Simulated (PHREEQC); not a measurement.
A column of 1 m (30 cells, dispersivity 0.08 m, 3600 s a shift, diffusion coefficient 3e-10 m²/s) holds 0.49 eq of the database's cation exchanger X per kg of pore water, first in equilibrium with 25 mmol/kgw (NH4)2SO4, 1.3 mmol/kgw MgCl2 and 0.01 mmol/kgw HCl. It is flushed with 74 mmol/kgw MnCl2, 91 mmol/kgw NH4Cl and 0.01 mmol/kgw HCl, at 15 °C. Values are for the last cell. The system is closed to CO2. Nothing may precipitate in this run.

Base run: PHREEQC, ion-association model, phreeqc.dat. Each further column changes one thing. The table gives Mn in solution (mol/kgw).

```tsv
pore volumes	base	exchange capacity from 0.49 to 0.24 eq/kgw	dispersivity from 0.08 to 0.16 m
0	0	0	0
1.183	0.00524	0.0183	0.0101
2.35	0.0442	0.0624	0.0461
3.517	0.0616	0.0716	0.0610
4.683	0.0691	0.0735	0.0676
5.85	0.0722	0.0739	0.0709
7.017	0.0733	0.0740	0.0725
```
